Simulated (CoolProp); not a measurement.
A Linde-Hampson liquefier for ethylene: isothermal reversible compression at 290 K from 1 atm to 40 MPa, throttling to 1 atm, return gas leaving the recuperator 5 K below the feed. Each further row changes one setting.

Values from CoolProp's reference Helmholtz-energy equation of state, Smukala 2000.

```tsv
case	liquid yield per pass	compression work (kJ/kg of gas)
as stated	___	395
high pressure 80 MPa	___	___
warm-end temperature 320 K	0.421	___
warm-end gap 10 K	___	395
```

Task: What belongs in the gaps?

Result: 
- as stated, liquid yield per pass: 0.495
- high pressure 80 MPa, liquid yield per pass: 0.440
- high pressure 80 MPa, compression work (kJ/kg of gas): 476
- warm-end temperature 320 K, compression work (kJ/kg of gas): 468
- warm-end gap 10 K, liquid yield per pass: 0.489
